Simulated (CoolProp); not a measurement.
Vapour pressure (bar) of water: the reference equation beside estimates from Tc = 373.9 °C, pc = 220.6 bar, ω = 0.344.

Computed with CoolProp (reference Helmholtz-energy equation of state, Wagner 2002).

| T (°C) | reference | Lee-Kesler | van der Waals | Redlich-Kwong | Peng-Robinson |
|---|---|---|---|---|---|
| 142.15 | 3.841 | 3.709 | 27.97 | 8.859 | 3.768 |
| 160.65 | 6.285 | 6.191 | 35.34 | 13.25 | 6.225 |
| 179.25 | 9.856 | 9.853 | 43.95 | 19.09 | 9.832 |
| 197.85 | 14.86 | 15.01 | 53.82 | 26.60 | 14.91 |
| 216.45 | 21.66 | 22.01 | 65.02 | 35.99 | 21.82 |
| 235.05 | 30.65 | 31.24 | 77.61 | 47.51 | 30.97 |
| 253.65 | 42.27 | 43.11 | 91.66 | 61.36 | 42.81 |
| 272.25 | 56.99 | 58.04 | 107.2 | 77.75 | 57.80 |
| 290.85 | 75.34 | 76.54 | 124.3 | 96.89 | 76.48 |
| 309.45 | 97.91 | 99.16 | 143.0 | 118.9 | 99.39 |

Absolute difference from the reference over all 10 rows, mean and median: Lee-Kesler 1.6 and 1.6 %, van der Waals 236.8 and 176.7 %, Redlich-Kwong 66.7 and 60.6 %, Peng-Robinson 1.1 and 1.2 %.
